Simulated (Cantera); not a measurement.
A freely propagating, adiabatic, planar premixed flame of H₂ : O₂ : N₂ = 1 : 0.51 : 2.14 (molar parts), equivalence ratio 0.98, unburnt at 550 K and 0.178 atm; mixture-averaged transport, grid criteria slope 0.08 and curve 0.16, no radiation.

Model: the H2/O2 subset of GRI-Mech 3.0, which has no nitrogen chemistry, integrated in Cantera. Burning velocities carry a grid error of a few per cent, more on coarse grids.

Q: What does this change do: inlet temperature 550 to 400 K?

A: 
```tsv
quantity	before	after
laminar burning velocity	482 cm/s	283 cm/s
thermal thickness	4.46 mm	4.00 mm
peak x(H)	0.0745	0.0646
peak x(HO₂)	7.65e-5	0.000128
peak x(OH)	0.0158	0.0137
peak x(H₂O₂)	2.75e-6	2.15e-5
```

Q: What does this change do: inlet temperature 550 to 500 K?

A: 
```json
[
 {"quantity": "laminar burning velocity", "before": "482 cm/s", "after": "408 cm/s"},
 {"quantity": "thermal thickness", "before": "4.46 mm", "after": "4.32 mm"},
 {"quantity": "peak x(H)", "before": "0.0745", "after": "0.0711"},
 {"quantity": "peak x(HO₂)", "before": "7.65e-5", "after": "9.24e-5"},
 {"quantity": "peak x(OH)", "before": "0.0158", "after": "0.0151"},
 {"quantity": "peak x(H₂O₂)", "before": "2.75e-6", "after": "5.65e-6"}
]
```
